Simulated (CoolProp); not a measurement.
Model: reference Helmholtz-energy equation of state, de Reuck 1990, in CoolProp.

Task: For fluorine, give the phase and the speed of sound (m/s) at -111.95 °C and 0.102 bar; -122.25 °C and 11 bar; -42.35 °C and 0.121 bar.

Result: 
- -111.95 °C and 0.102 bar: gas; speed of sound 222
- -122.25 °C and 11 bar: gas; speed of sound 208
- -42.35 °C and 0.121 bar: gas; speed of sound 264
